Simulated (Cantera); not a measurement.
An adiabatic, constant-volume homogeneous reactor starts with CH4 : C2H6 : C3H8 : O2 : N2 = 1 : 0.18 : 0.038 : 2.82 : 10.6 (molar parts), equivalence ratio 1.0, at 1025 K and 5.00 bar.

Detailed kinetics in Cantera: GRI-Mech 3.0 (53 species, 325 reactions).

One state of this run: T (K) = 2896; P (bar) = 14.7; x CH4 = <1e-12; x C2H6 = <1e-12; x C3H8 = <1e-12; x NO = 0.00989; x CH2O = 2.17e-9; x HO2 = 1.08e-5; x CO = 0.0328. x: mole fraction; the columns are a selection and need not sum to one.

Which value of t (s) does it belong to?
A. 1.72e-5
B. 4.00e-6
C. 0.108
D. 0.000317

C, 0.108
